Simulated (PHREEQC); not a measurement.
A solution holds 11 mmol/kgw CaCl2, 0.16 mmol/kgw NaF and 9.3 mmol/kgw MgSO4, at 63 °C. Closed to the air; pH follows from the charge balance.

Equilibrium calculation in PHREEQC: ion-association model, phreeqc.dat.

The ionic strength comes out as 0.0509 mol/kgw. What activity coefficients do Cl-, NaSO4-, Ca+2, MgF+, SO4-2 get?

Cl- 0.80, NaSO4- 0.82, Ca+2 0.44, MgF+ 0.81, SO4-2 0.43.

No solid was allowed to form. Complexes and solids missing from the database can't appear. Away from 25 °C the constants follow the database's enthalpies or fits; those with neither stay at their 25 °C values.
